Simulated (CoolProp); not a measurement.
The fluid at 495 K and 1.28 MPa expands adiabatically to 0.0986 MPa with isentropic efficiency 0.8. The same conditions are run with several fluids, on thermodynamics alone (safety and materials aside).

Values from CoolProp's reference Helmholtz-energy equation of state of each fluid (nitrous oxide: Lemmon 2006; R115: Lemmon 2016; hydrogen chloride: Thol 2018; carbon dioxide: Span 1996; c-C4F8 (RC318): Platzer 1990). The equations of Platzer and Polt are older, rougher fits.

### Question
Rank nitrous oxide, R115, hydrogen chloride, carbon dioxide, c-C4F8 (RC318) by work (kJ/kg), highest first.

### Answer
hydrogen chloride (162), nitrous oxide (150), carbon dioxide (149), R115 (49.5), c-C4F8 (RC318) (38.8)

```
fluid              final temperature (K)  final density (kg/m³)
-----------------  ---------------------  ---------------------
nitrous oxide                      338.2                   1.55
R115                               435.3                   4.23
hydrogen chloride                  287.3                   1.52
carbon dioxide                     334.5                   1.57
c-C4F8 (RC318)                     451.7                   5.29
```
